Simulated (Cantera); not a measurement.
Input (Python, Cantera):

```python
import numpy as np
import cantera as ct

gas = ct.Solution("h2o2.yaml")
gas.TPX = 750, 1000000, {'H2': 1, 'O2': 1.14, 'N2': 11.1, 'H2O': 0.34}
inlet = ct.Reservoir(gas, clone=True)
gas.equilibrate("HP")  # start burning
reactor = ct.IdealGasConstPressureReactor(gas, energy="on", clone=False)
exhaust = ct.Reservoir(gas, clone=True)
tau = [0.11, 0.056, 0.03, 0.016, 0.0085, 0.0045, 0.0024, 0.0013, 0.00068, 0.00036, 0.00019, 0.0001, 5.5e-05][0]
for a, b in ((inlet, reactor), (reactor, exhaust)):
    ct.MassFlowController(a, b, mdot=lambda t: reactor.mass / tau)
net = ct.ReactorNet([reactor])
show = ['H2', 'O2', 'H2O', 'O', 'H']

rows = []
print(f"{'tau/s':>10s}{'T/K':>9s}" + "".join(f"{s:>11s}" for s in show))
for tau in [0.11, 0.056, 0.03, 0.016, 0.0085, 0.0045, 0.0024, 0.0013, 0.00068, 0.00036, 0.00019, 0.0001, 5.5e-05]:
    net.initial_time = 0.0
    net.advance(30 * tau)
    before = gas.X
    net.advance(40 * tau)
    drift = np.max(np.abs(gas.X - before) / (gas.X + 1e-9))
    rows.append([gas.T, *gas[show].X, drift])
    print(f"{tau:10.3e}{gas.T:9.1f}" + "".join(f"{x:11.3e}" for x in gas[show].X))
```

Output:

```
     tau/s      T/K         H2         O2        H2O          O          H
 1.100e-01   1303.3  4.446e-04  4.913e-02  1.020e-01  5.996e-07  1.634e-07
 5.600e-02   1301.1  7.485e-04  4.927e-02  1.016e-01  1.013e-06  3.054e-07
 3.000e-02   1297.8  1.214e-03  4.948e-02  1.011e-01  1.591e-06  5.430e-07
 1.600e-02   1292.0  2.013e-03  4.985e-02  1.003e-01  2.382e-06  9.617e-07
 8.500e-03   1281.2  3.531e-03  5.055e-02  9.869e-02  3.273e-06  1.676e-06
 4.500e-03   1249.0  8.023e-03  5.266e-02  9.393e-02  3.372e-06  2.688e-06
 2.400e-03    750.0  7.364e-02  8.395e-02  2.504e-02  3.044e-17  2.657e-16
 1.300e-03    750.0  7.364e-02  8.395e-02  2.504e-02  2.975e-17  2.600e-16
 6.800e-04    750.0  7.364e-02  8.395e-02  2.504e-02  2.933e-17  2.567e-16
 3.600e-04    750.0  7.364e-02  8.395e-02  2.504e-02  2.904e-17  2.550e-16
 1.900e-04    750.0  7.364e-02  8.395e-02  2.504e-02  2.875e-17  2.541e-16
 1.000e-04    750.0  7.364e-02  8.395e-02  2.504e-02  2.836e-17  2.535e-16
 5.500e-05    750.0  7.364e-02  8.395e-02  2.504e-02  2.776e-17  2.532e-16
```

Model: the H2/O2 subset of GRI-Mech 3.0, which has no nitrogen chemistry, integrated in Cantera. The hydrogen kinetics of GRI-Mech 3.0 are dated; newer H2 mechanisms differ, most at raised pressure.
